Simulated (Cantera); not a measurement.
Input: 1 mol CaCO3, 2.4 mol H2O, 0.27 mol H2, equilibrated at 527 °C and 0.100 bar.

These are equilibrium values from Cantera (NASA tables, ideal gas, pure condensed phases), not measurements of a reactor. Candidate condensed phases: C, C6H6, C7H8, C8H18, Ca, CaCO3, CaO, Ca(OH)2, H2O; 115 gas species. The numbers say what is thermodynamically allowed, not how fast it happens.

Base state: H2O 0.896, H2 0.101, CO2 0.00311, CO 8.28e-5 (mole fractions); condensed: CaCO3(calcite) + CaO(s).

Question: What changes in the equilibrium state with this change: temperature from 527 °C to 1327 °C?

Answer: 
```
species               before    after
-------------------  -------  -------
H2O                    0.896    0.691
CO2                  0.00311    0.235
CO                   8.28e-5   0.0372
H2                     0.101   0.0364
H                      <1e-9  3.28e-5
OH                     <1e-9  2.44e-5
CaCO3(calcite), mol    0.991        0
CaO(s), mol          0.00855    1.000
```
